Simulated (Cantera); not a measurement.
**Adiabatic ignition**

An adiabatic, constant-volume homogeneous reactor starts with 5.42 % CH4, 5.31 % CO, 18.8 % O2, 70.5 % N2, equivalence ratio 0.72, at 1748 K and 3.75 atm.

Cantera simulation using GRI-Mech 3.0 (53 species, 325 reactions); the numbers are that mechanism's predictions, not measurements.

| t (s) | T (K) | P (bar) | x CH4 | x CO | x O2 | x C2H | x HCN |
|---|---|---|---|---|---|---|---|
| 5.00e-6 | 1748 | 3.80 | 0.0541 | 0.0531 | 0.188 | <1e-12 | <1e-12 |
| 1.42e-5 | 1748 | 3.80 | 0.0537 | 0.0531 | 0.187 | <1e-12 | 1.01e-12 |
| 4.05e-5 | 1859 | 4.06 | 0.0375 | 0.0573 | 0.173 | 1.84e-8 | 3.69e-9 |
| 0.000115 | 2978 | 6.53 | <1e-12 | 0.0353 | 0.0593 | <1e-12 | 1.19e-9 |
| 0.000328 | 2964 | 6.49 | <1e-12 | 0.0351 | 0.0545 | <1e-12 | 1.87e-9 |
| 0.000932 | 2960 | 6.48 | <1e-12 | 0.0351 | 0.0534 | <1e-12 | 2.01e-9 |
| 0.00265 | 2960 | 6.48 | <1e-12 | 0.0351 | 0.0534 | <1e-12 | 2.01e-9 |
| 0.00754 | 2960 | 6.48 | <1e-12 | 0.0351 | 0.0534 | <1e-12 | 2.01e-9 |
| 0.0215 | 2960 | 6.48 | <1e-12 | 0.0351 | 0.0534 | <1e-12 | 2.01e-9 |
| 0.0611 | 2960 | 6.48 | <1e-12 | 0.0351 | 0.0534 | <1e-12 | 2.01e-9 |
| 0.174 | 2960 | 6.48 | <1e-12 | 0.0351 | 0.0534 | <1e-12 | 2.01e-9 |
| 0.494 | 2960 | 6.48 | <1e-12 | 0.0351 | 0.0534 | <1e-12 | 2.01e-9 |
| 1.41 | 2960 | 6.48 | <1e-12 | 0.0351 | 0.0534 | <1e-12 | 2.01e-9 |
| 4.00 | 2960 | 6.48 | <1e-12 | 0.0351 | 0.0534 | <1e-12 | 2.01e-9 |
x: mole fraction; the columns are a selection and need not sum to one.

| Item | Result |
|---|---|
| time of steepest temperature rise | 44.7 µs |
| temperature at 4.00 s | 2960 K |
| equilibrium temperature | 2960 K |
| x(CH4) at 4.00 s | <1e-12 (gas-phase equilibrium <1e-12) |
| x(CO) at 4.00 s | 0.0351 (gas-phase equilibrium 0.0351) |
| x(O2) at 4.00 s | 0.0534 (gas-phase equilibrium 0.0534) |
